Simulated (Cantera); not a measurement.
Input (Python, Cantera) and output of one run.

```python
import numpy as np
import cantera as ct

gas_names = [...]  # 116 gases of nasa_gas.yaml made of C, H, Mg, O
cond_names = """
    C(gr) C6H6(L) C7H8(L) C8H18(L),n-octa H2O(s) H2O(L) Mg(cr) Mg(L) MgCO3(s) MgO(s) MgO(L) MgO2H2(s)
""".split()


# ... load() reads the species with a 1 bar reference pressure and builds the phases ...
atoms = {
    'MgO': {'Mg': 1, 'O': 1},
    'C': {'C': 1},
    'H2': {'H': 2},
}
top_T = {'C(gr)': 4500}  # K; cautious upper limits of use, not melting points


# ... equilibrate(T, P, feed) seeds the gas with the atoms and calls Mixture.equilibrate('TP', solver="vcs", rtol=1e-11, max_steps=5000) ...
results = []
feed = {'MgO': 1, 'C': 0.073, 'H2': 1.2}  # mol
T = 1598.15  # K
for P in [1, 5.6, 32, 180, 1000, 5600, 32000, 180000, 1000000]:
    mix = equilibrate(T, P, feed)
    results.append((T, P, feed, dict(zip(mix.species_names, mix.species_moles))))
    x = sorted(zip(gas.X, gas.species_names), reverse=True)
    print(f"T = {T:g} K  P = {P:g} Pa  gas = {mix.phase_moles(0):.4g} mol")
    print("   x: " + "  ".join(f"{s} {v:.3e}" for v, s in x if v > 0.001))
    print("   condensed (mol): " + ("  ".join(f"{mix.phase(i).name} {mix.phase_moles(i):.4g}"
          for i in range(1, mix.n_phases) if mix.phase_moles(i) > 1e-12) or "none"))
```

It prints:

```
T = 1598.15 K  P = 1 Pa  gas = 1.376 mol
   x: H2 8.505e-01  Mg 6.709e-02  CO 5.277e-02  H 1.555e-02  H2O 1.375e-02
   condensed (mol): MgO(s) 0.9077
T = 1598.15 K  P = 5.6 Pa  gas = 1.355 mol
   x: H2 8.795e-01  Mg 5.694e-02  CO 5.383e-02  H 6.681e-03  H2O 2.992e-03
   condensed (mol): MgO(s) 0.9229
T = 1598.15 K  P = 32 Pa  gas = 1.349 mol
   x: H2 8.878e-01  Mg 5.468e-02  CO 5.412e-02  H 2.808e-03
   condensed (mol): MgO(s) 0.9262
T = 1598.15 K  P = 180 Pa  gas = 1.347 mol
   x: H2 8.902e-01  Mg 5.427e-02  CO 5.420e-02  H 1.186e-03
   condensed (mol): MgO(s) 0.9269
T = 1598.15 K  P = 1000 Pa  gas = 1.346 mol
   x: H2 8.910e-01  CO 5.422e-02  Mg 5.418e-02
   condensed (mol): MgO(s) 0.927
T = 1598.15 K  P = 5600 Pa  gas = 1.346 mol
   x: H2 8.914e-01  CO 5.416e-02  Mg 5.403e-02
   condensed (mol): MgO(s) 0.9271
T = 1598.15 K  P = 32000 Pa  gas = 1.226 mol
   x: H2 9.774e-01  CO 1.098e-02  Mg 1.091e-02
   condensed (mol): C(gr) 0.05885  MgO(s) 0.9865
T = 1598.15 K  P = 180000 Pa  gas = 1.201 mol
   x: H2 9.931e-01  CH4 2.921e-03  CO 1.959e-03  Mg 1.933e-03
   condensed (mol): C(gr) 0.06706  MgO(s) 0.9976
T = 1598.15 K  P = 1e+06 Pa  gas = 1.182 mol
   x: H2 9.833e-01  CH4 1.591e-02
   condensed (mol): C(gr) 0.05363  MgO(s) 0.9996
```

Method: chemical equilibrium by Gibbs-energy minimisation in Cantera with the NASA 1993 tables (ideal gas, pure condensed phases). The tables' values for MgH are old estimates; treat these amounts as uncertain.
